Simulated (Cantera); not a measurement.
A closed system holds: 1 mol MgCO3, 0.11 mol C, 0.57 mol CO2, equilibrated at 825 K and 0.0130 bar.

These are equilibrium values from Cantera (NASA tables, ideal gas, pure condensed phases), not measurements of a reactor. Candidate condensed phases: C, Mg, MgCO3, MgO; 15 gas species. Rates play no part.

Base state: CO2 0.869, CO 0.131 (mole fractions); condensed: MgO(s).

Question: What changes in the equilibrium state with this change: C from 0.11 to 1.8 mol?

Answer: 
```
species           before  after
----------------  ------  -----
CO                 0.131  0.707
CO2                0.869  0.293
MgO(s), mol         1.00   1.00
C(graphite), mol       0  0.941
```
